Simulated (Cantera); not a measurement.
Gas mixture: C3H8 : NH3 = 0.38 : 0.87 (molar parts), at 0.0247 atm, frozen composition.

Cantera's kinetic-theory transport with the Lennard-Jones parameters of GRI-Mech 3.0, ideal gas; thermal conductivity in the multicomponent form. Polar gases are described roughly by these parameters. The composition is frozen, though it would react at the higher temperatures.

One state of this run: ρ (kg/m³) = 0.0138; cp (J/kg/K) = 2657; μ (µPa s) = 17.2; λ (mW/m/K) = 61.1; Pr = 0.747; D (cm²/s) N2 = 21.3; D (cm²/s) CH3 = 22.9; D (cm²/s) CO2 = 16.0. D: mixture-averaged diffusion coefficient of that species in the mixture.

Question: Which value of T (K) does it belong to?
A. 700
B. 1150
C. 850
D. 550

Answer: D, 550
